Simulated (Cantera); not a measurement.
Standard-state values (1 bar) from the NASA 1993 polynomials, evaluated with Cantera. Values are per mole of reaction as written; species without (g) are pure solids or liquids, kept so even where they would boil at 1 bar.

Ta2O5 + NO(g) ⇌ 2 TaO2(g) + NO2(g)

```json
[
 {"T (K)": "300", "ΔH° (kJ)": "1587.2", "ΔS° (J/K)": "446.5", "ΔG° (kJ)": "1453.2", "log10 K": "-253.02"},
 {"T (K)": "1775", "ΔH° (kJ)": "1511.3", "ΔS° (J/K)": "360.6", "ΔG° (kJ)": "871.2", "log10 K": "-25.64"},
 {"T (K)": "1800", "ΔH° (kJ)": "1509.8", "ΔS° (J/K)": "359.8", "ΔG° (kJ)": "862.2", "log10 K": "-25.02"},
 {"T (K)": "1825", "ΔH° (kJ)": "1508.3", "ΔS° (J/K)": "359.0", "ΔG° (kJ)": "853.2", "log10 K": "-24.42"},
 {"T (K)": "1850", "ΔH° (kJ)": "___", "ΔS° (J/K)": "___", "ΔG° (kJ)": "___", "log10 K": "___"},
 {"T (K)": "1875", "ΔH° (kJ)": "1505.3", "ΔS° (J/K)": "357.3", "ΔG° (kJ)": "835.3", "log10 K": "-23.27"},
 {"T (K)": "1900", "ΔH° (kJ)": "___", "ΔS° (J/K)": "___", "ΔG° (kJ)": "___", "log10 K": "___"},
 {"T (K)": "1925", "ΔH° (kJ)": "1502.3", "ΔS° (J/K)": "355.7", "ΔG° (kJ)": "817.5", "log10 K": "-22.18"},
 {"T (K)": "1950", "ΔH° (kJ)": "1500.8", "ΔS° (J/K)": "355.0", "ΔG° (kJ)": "808.6", "log10 K": "-21.66"},
 {"T (K)": "1975", "ΔH° (kJ)": "1499.2", "ΔS° (J/K)": "354.2", "ΔG° (kJ)": "799.7", "log10 K": "-21.15"},
 {"T (K)": "2000", "ΔH° (kJ)": "1497.7", "ΔS° (J/K)": "353.4", "ΔG° (kJ)": "790.9", "log10 K": "-20.66"},
 {"T (K)": "2025", "ΔH° (kJ)": "___", "ΔS° (J/K)": "___", "ΔG° (kJ)": "___", "log10 K": "___"}
]
```

**Question.** Fill in the missing entries.

**Answer.** 
- 1850, ΔH° (kJ): 1506.8
- 1850, ΔS° (J/K): 358.1
- 1850, ΔG° (kJ): 844.3
- 1850, log10 K: -23.84
- 1900, ΔH° (kJ): 1503.8
- 1900, ΔS° (J/K): 356.5
- 1900, ΔG° (kJ): 826.4
- 1900, log10 K: -22.72
- 2025, ΔH° (kJ): 1496.2
- 2025, ΔS° (J/K): 352.7
- 2025, ΔG° (kJ): 782.1
- 2025, log10 K: -20.17
